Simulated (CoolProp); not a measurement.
A Linde-Hampson liquefier for normal hydrogen: isothermal reversible compression at 300 K from 1 atm to 20 MPa, throttling to 1 atm, return gas leaving the recuperator 10 K below the feed. Each further row changes one setting.

The numbers come from the reference Helmholtz-energy equation of state, Leachman 2009 in CoolProp.

```
case                        compression work (kJ/kg of gas)
--------------------------  -------------------------------
as stated                                              6690
high pressure 40 MPa                                   7700
warm-end temperature 330 K                             7340
warm-end gap 15 K                                      6690
```
